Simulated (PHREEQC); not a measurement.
NaOH is added in steps, without added water, to 1 kg of water holding 0.00022 mol PbCl2 and 0.00028 mol KNO3, at 20 °C. Oxygen is held at 0.21 atm. The system is closed to CO2. The run lets Halite, Sylvite, Pb(OH)2 precipitate or redissolve, and no other solid.

Base run: PHREEQC, ion-association model, phreeqc.dat. Each further column changes one thing. The table gives pH.

```tsv
NaOH added (mol)	base	temperature from 20 to 5 °C	no solid may form
0	5.72	5.72	5.72
0.0001875	6.15	6.43	(withheld)
0.0005625	10.24	10.80	(withheld)
0.00075	10.64	11.21	10.56
0.0009375	10.84	11.41	10.75
0.001313	11.09	11.65	(withheld)
0.0015	11.17	11.73	11.09
0.001687	11.24	11.80	(withheld)
0.002063	11.35	11.92	11.29
0.00225	11.40	(withheld)	11.34
0.002437	11.44	12.01	(withheld)
0.002812	11.51	(withheld)	11.46
0.003	11.55	12.11	11.49
```

Question: Some entries are withheld; supply them.

Answer: 
- 0.0001875, no solid may form: 8.08
- 0.0005625, no solid may form: 10.27
- 0.001313, no solid may form: 11.00
- 0.001687, no solid may form: 11.16
- 0.00225, temperature from 20 to 5 °C: 11.96
- 0.002437, no solid may form: 11.38
- 0.002812, temperature from 20 to 5 °C: 12.08

The database's Pb(OH)2 solid is less soluble than what usually precipitates. Constants without temperature data keep their 25 °C values here. In at least one series the solution becomes supersaturated in solids that the run did not let form, among them Pb(OH)2.
